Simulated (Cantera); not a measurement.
What does this Cantera script print?

```python
import numpy as np
import cantera as ct

gas_names = """
    CL CL2 H HCL H2
""".split()
cond_names = """

""".split()


def load(file, names, dense=False):
    # The tables refer to 1 bar. Condensed volumes are neglected.
    table = {s.name: s for s in ct.Species.list_from_file(file)}
    out = []
    for n in names:
        d = dict(table[n].input_data)
        d["thermo"] = dict(d["thermo"], **{"reference-pressure": 1e5})
        if dense:
            d["equation-of-state"] = {"model": "constant-volume", "density": "1e6 g/cm^3"}
        out.append(ct.Species.from_dict(d))
    return out


gas = ct.Solution(thermo="ideal-gas", species=load("nasa_gas.yaml", gas_names))
cond = {s.name: ct.Solution(thermo="fixed-stoichiometry", species=[s], name=s.name)
        for s in load("nasa_condensed.yaml", cond_names, dense=True)}
atoms = {
    'HCl': {'H': 1, 'CL': 1},
    'H2': {'H': 2},
}
top_T = {}  # K; cautious upper limits of use, not melting points


def equilibrate(T, P, feed):
    n = {}
    for name, mol in feed.items():
        for a, k in atoms[name].items():
            n[a] = n.get(a, 0.0) + k * mol
    gas.TPX = T, P, n
    mass = sum(n.values()) * gas.mean_molecular_weight
    gas.equilibrate("TP")
    valid = [c for c in cond.values() if c.min_temp <= T <= top_T.get(c.name, c.max_temp)]
    mix = ct.Mixture([(gas, mass / gas.mean_molecular_weight)] + [(c, 0.0) for c in valid])
    mix.T, mix.P = T, P
    mix.equilibrate("TP", solver="vcs", rtol=1e-11, max_steps=5000)
    return mix


results = []
feed = {'HCl': 1, 'H2': 0.19}  # mol
P = 133.322  # Pa
for T in [2373, 2423, 2473, 2523, 2573, 2623, 2673, 2723, 2773, 2823, 2873]:
    mix = equilibrate(T, P, feed)
    results.append((T, P, feed, dict(zip(mix.species_names, mix.species_moles))))

top = {s: max(r[3][s] / sum(r[3][g] for g in gas_names) for r in results) for s in gas_names}
cols = sorted((s for s in top if top[s] > 1e-06), key=lambda s: -top[s])[:8]
seen = [c for c in cond_names if any(r[3].get(c, 0) > 1e-12 for r in results)]
print("log10 of partial pressures in bar; condensed amounts in mol")
print(f"{'T/K':>10s}" + "".join(f"{s[:9]:>10s}" for s in cols + seen))
for T, P, feed, n in results:
    ng = sum(n[g] for g in gas_names)
    print(f"{T:10.4g}" + "".join(f"{np.log10(max(n[s] / ng * P / 1e5, 1e-99)):10.3f}" for s in cols)
          + "".join(f"{n.get(c, 0):10.4g}" for c in seen))
```

Output:

```
log10 of partial pressures in bar; condensed amounts in mol
       T/K         H        CL       HCL        H2       CL2
      2373    -3.669    -3.458    -3.271    -3.629    -7.698
      2423    -3.578    -3.411    -3.339    -3.653    -7.722
      2473    -3.495    -3.373    -3.415    -3.687    -7.756
      2523    -3.423    -3.342    -3.501    -3.733    -7.802
      2573    -3.360    -3.318    -3.596    -3.791    -7.856
      2623    -3.306    -3.299    -3.699    -3.862    -7.918
      2673    -3.262    -3.285    -3.810    -3.944    -7.986
      2723    -3.227    -3.276    -3.928    -4.038    -8.058
      2773    -3.199    -3.269    -4.050    -4.140    -8.133
      2823    -3.177    -3.264    -4.174    -4.250    -8.209
      2873    -3.161    -3.260    -4.301    -4.365    -8.284
```

Equilibrium computed with Cantera from the NASA thermochemical tables; the gas is ideal and each condensed phase is pure.
